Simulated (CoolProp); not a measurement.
Vapour-liquid equilibrium of CHF3 (R23) (1) + R152A (2) at 333 kPa; x and y are mole fractions of (1).

Values from CoolProp's multi-fluid Helmholtz-energy mixture model, Penoncello 2003 and Outcalt 1996; pair parameters Bell 2016.

```tsv
x	bubble temperature, mixture model (K)	bubble temperature, Raoult's law (K)	y, mixture model	y, Raoult's law
0.05	271.9	269.6	0.260	0.339
0.2	253.4	249.7	0.684	0.751
0.35	240.8	237.9	0.851	0.883
0.5	231.8	229.9	0.926	0.940
0.65	225.1	224.1	0.964	0.970
0.8	220.0	219.5	0.984	0.987
0.95	215.8	215.7	0.997	0.997
```

The largest gap from Raoult's law is +3.7 K in bubble temperature, at x = 0.2. No azeotrope shows between x = 0.05 and 0.95.

The pair parameters rest on a limited set of measurements; away from them the model extrapolates.
